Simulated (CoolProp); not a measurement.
Properties of water along the isotherm 654.7 K.

Values from CoolProp's reference Helmholtz-energy equation of state, Wagner 2002.

| p (MPa) | phase | density (kg/m³) | cp (kJ/(kg K)) | viscosity (µPa s) | conductivity (mW/(m K)) | fugacity coefficient |
|---|---|---|---|---|---|---|
| 0.174 | gas | 0.5773 | 2.064 | 23.7 | 52.6 | 0.9975 |
| 0.263 | gas | 0.8737 | 2.070 | 23.7 | 52.7 | 0.9962 |
| 0.397 | gas | 1.321 | 2.080 | 23.7 | 52.9 | 0.9943 |
| 0.599 | gas | 2.000 | 2.095 | 23.7 | 53.1 | 0.9914 |
| 0.903 | gas | 3.028 | 2.118 | 23.7 | 53.5 | 0.9870 |
| 1.36 | gas | 4.593 | 2.155 | 23.6 | 54.0 | 0.9805 |
| 2.06 | gas | 7.033 | 2.214 | 23.6 | 54.9 | 0.9704 |
| 3.1 | gas | 10.76 | 2.310 | 23.6 | 56.3 | 0.9554 |
| 4.68 | gas | 16.70 | 2.479 | 23.6 | 58.5 | 0.9326 |
| 7.06 | gas | 26.37 | 2.793 | 23.6 | 62.4 | 0.8982 |
| 10.6 | gas | 42.92 | 3.458 | 23.7 | 69.7 | 0.8468 |
| 16.1 | gas | 77.73 | 5.503 | 24.4 | 89.2 | 0.7656 |
| 24.2 | supercritical | 340.5 | 98.23 | 41.8 | 435 | 0.6353 |
| 36.6 | supercritical | 573.2 | 7.642 | 66.8 | 449 | 0.4553 |
| 55.2 | supercritical | 640.3 | 5.810 | 75.9 | 497 | 0.3339 |

The peak of cp marks the crossing from liquid-like to gas-like fluid above the critical point.

Viscosity comes from a separate model (Huber 2009). Thermal conductivity comes from a separate model (Huber 2012).
